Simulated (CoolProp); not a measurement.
The numbers come from the reference Helmholtz-energy equation of state, Thol 2016 in CoolProp.

### Question
Give the vapour pressure (bar), liquid density (kg/m³), enthalpy of vaporisation (kJ/kg) of saturated hexamethyldisiloxane (MM) at 361.4 K.

### Answer
```tsv
T (K)	p (bar)	liquid density (kg/m³)	enthalpy of vaporisation (kJ/kg)
361.4	0.700	690	199
```
